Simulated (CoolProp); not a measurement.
The fluid at 490.37 K and 26.1 MPa is throttled through a valve to 5.81 MPa with no heat exchange. The same conditions are run with several fluids, on thermodynamics alone (safety and materials aside).

Values from CoolProp's reference Helmholtz-energy equation of state of each fluid (nitrous oxide: Lemmon 2006; R507A: Lemmon 2003; isobutane: Bücker 2006; R410A: Lemmon 2003; R115: Lemmon 2016). Blends and air are pseudo-pure fits.

| fluid | temperature change (K) | final phase | final density (kg/m³) |
|---|---|---|---|
| nitrous oxide | -60.9 | gas | 78.8 |
| R507A | -41.5 | supercritical | 195 |
| isobutane | -32.8 | supercritical | 169 |
| R410A | -59.6 | supercritical | 147 |
| R115 | -31.3 | supercritical | 311 |
